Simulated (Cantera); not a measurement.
Mixture: CH4 : O2 : N2 = 1 : 2.56 : 9.64 (molar parts), equivalence ratio 0.78, at 315 Torr, adiabatic and at constant pressure. Ignition delay is the time to a rise of 400 K.

Computed with Cantera and GRI-Mech 3.0 (53 species, 325 reactions).

Question: What does this change do: 0.027 parts C2H6 added?

Answer: 
```tsv
quantity	before	after
delay at 1200 K	81.3 ms	38.9 ms
delay at 1300 K	19.9 ms	9.82 ms
delay at 1400 K	5.88 ms	2.80 ms
delay at 1500 K	2.12 ms	0.952 ms
apparent activation energy between 1450 and 1550 K	170 kJ/mol	180 kJ/mol
```

Question: What does this change do: pressure from 315 Torr to 6230 Torr?

Answer: 
```
quantity                                                before       after
--------------------------------------------------  ----------  ----------
delay at 1200 K                                        81.3 ms     5.18 ms
delay at 1300 K                                        19.9 ms     1.58 ms
delay at 1400 K                                        5.88 ms    0.536 ms
delay at 1500 K                                        2.12 ms    0.200 ms
apparent activation energy between 1450 and 1550 K  170 kJ/mol  180 kJ/mol
```
